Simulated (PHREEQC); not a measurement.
Make-up at 20 °C: 6.1 mmol/kgw HF, 46 mmol/kgw NH4F and 5.2 mmol/kgw H2SO4. Closed to the air; pH follows from the charge balance.

All values are PHREEQC results (ion-association model, phreeqc.dat), not measurements.

This is a speciation only: nothing precipitates in the calculation.

Task: Order these F species by the share of F that they hold, largest first: HF, HF2-, F-.

Result: F- (66 %), HF (27 %), HF2- (6.9 %)

Task: Order these S species by the share of S that they hold, largest first: SO4-2, HSO4-, NH4SO4-.

Result: SO4-2 (78 %), NH4SO4- (21 %), HSO4- (1.4 %)

The pH is 3.43 and the ionic strength 0.0494 mol/kgw.
